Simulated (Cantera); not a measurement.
# Ignition delay

Mixture: 40.3 % H2, 12.6 % O2, 47.1 % N2, equivalence ratio 1.6, at 6.32 atm, adiabatic and at constant pressure. Ignition delay is the time to a rise of 400 K.

Cantera simulation using the H2/O2 subset of GRI-Mech 3.0, which has no nitrogen chemistry; the numbers are that mechanism's predictions, not measurements. The hydrogen kinetics of GRI-Mech 3.0 are dated; newer H2 mechanisms differ, most at raised pressure. Below about 950 K walls govern HO2 and H2O2 in real vessels.

```csv
T0 (K),delay (ms)
850,522
950,30.5
1050,2.43
1150,0.120
1250,0.00948
1350,0.00441
1450,0.00276
1550,0.00195
```

```yaml
apparent activation energy between 1350 and 1550 K: 71 kJ/mol
```
